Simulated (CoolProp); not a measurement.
Properties of tetrahydrofuran along the isobar 93.9 bar.

The numbers come from the reference Helmholtz-energy equation of state, Fiedler 2023 in CoolProp.

```
T (K)   phase  cv (kJ/(kg K))  expansivity (1/kK)  fugacity coefficient
-----  ------  --------------  ------------------  --------------------
265.2  liquid           1.109               1.115             0.0006084
280.1  liquid           1.148               1.141              0.001347
295    liquid           1.192               1.171              0.002709
309.8  liquid           1.239               1.205              0.005006
324.7  liquid           1.289               1.243              0.008669
339.6  liquid           1.340               1.286               0.01415
354.5  liquid           1.393               1.336               0.02194
369.3  liquid           1.446               1.392               0.03245
384.2  liquid           1.499               1.457               0.04629
399.1  liquid           1.552               1.533               0.06380
413.9  liquid           1.604               1.622               0.08513
```
